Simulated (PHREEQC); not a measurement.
Solution (25 °C): 0.06 mol MgCl2, 0.00092 mol NaHCO3 and 0.0001 mol KCl per kg of water. Closed to the air; pH follows from the charge balance.

Computed with PHREEQC (ion-association model, wateq4f.dat).

Precipitation was switched off in this run.

Problem. Order these C species by the share of C that they hold, largest first: MgHCO3+, MgCO3, CO2, HCO3-, CO3-2.

Solution. HCO3- (75 %), MgHCO3+ (19 %), CO2 (3.0 %), MgCO3 (2.1 %), CO3-2 (0.34 %)

The pH is 7.62 and the ionic strength 0.181 mol/kgw. Saturation is exceeded, for instance for Magnesite (slow to form); the values hold only as long as no solid forms.
